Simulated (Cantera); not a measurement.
Feed: 1 mol Si₂Cl₆, 1.6 mol HCl, 140 mol H₂, at 875 K and 130000 Pa.

These are equilibrium values from Cantera (NASA tables, ideal gas, pure condensed phases), not measurements of a reactor. Candidate condensed phases: Si; 19 gas species. The feed counts by its element totals alone. The tables' values for SiCl₃ are old estimates; treat these amounts as uncertain. Equilibrium is a limit: real reactors are often held back by kinetics, nucleation or transport.

Base state: H₂ 0.983, SiCl₄ 0.00827, SiHCl₃ 0.00541, HCl 0.00329, SiH₂Cl₂ 0.000324, SiCl₃ 1.32e-5 (mole fractions); condensed: gas only.

Question: What changes in the equilibrium state with this change: temperature from 875 K to 1798 K?

Answer: 
```tsv
species	before	after
H₂	0.983	0.953
HCl	0.00329	0.0410
SiCl₂	1.22e-6	0.00547
SiCl₄	0.00827	5.27e-6
H	<1e-9	0.000301
SiH₂	<1e-9	2.81e-5
Si(l), mol	0	1.17
```
Gases not in the tables: Si₂H₆ and higher silanes.

Question: What changes in the equilibrium state with this change: temperature from 875 K to 1225 K?

Answer: 
```
species       before     after
----------  --------  --------
H₂             0.983     0.968
HCl          0.00329    0.0220
SiHCl₃       0.00541   0.00422
SiCl₄        0.00827   0.00307
SiCl₂        1.22e-6   0.00122
SiCl₃        1.32e-5  0.000688
SiH₃Cl       4.67e-6   3.91e-5
SiH₂Cl₂     0.000324  0.000773
Si(s), mol         0     0.565
```
